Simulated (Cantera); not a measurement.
**Diamond growth**

A diamond (100) surface in a fixed gas of H2 with x(CH4) = 0.012, x(H) = 0.0036, x(CH3) = 0.00096, 0.190 bar; coverages are run to steady state.

Model: the Harris–Goodwin 1993 mechanism for the reconstructed diamond (100) surface, integrated in Cantera.

```csv
T (K),growth (µm/h),θ c6HH,θ c6H*,θ c6*H,θ c6**,θ c6HM
900,44.0,0.544,0.00828,0.229,0.00322,0.173
950,60.0,0.526,0.0116,0.272,0.00507,0.143
1000,77.8,0.503,0.0154,0.313,0.00756,0.117
1050,95.6,0.480,0.0198,0.352,0.0108,0.0949
1100,109,0.459,0.0247,0.389,0.0148,0.0738
1150,110,0.440,0.0302,0.426,0.0197,0.0521
1200,95.5,0.423,0.0362,0.461,0.0254,0.0314
1250,72.6,0.405,0.0422,0.491,0.0317,0.0159
1300,54.5,0.385,0.0480,0.512,0.0381,0.00715
1350,45.2,0.366,0.0535,0.526,0.0446,0.00303
1400,41.5,0.349,0.0586,0.535,0.0509,0.00126
```
θ: site fractions in the mechanism's names (c6HH fully hydrogenated, c6H* and c6*H radical sites, c6** diradical, c6HM methylated).
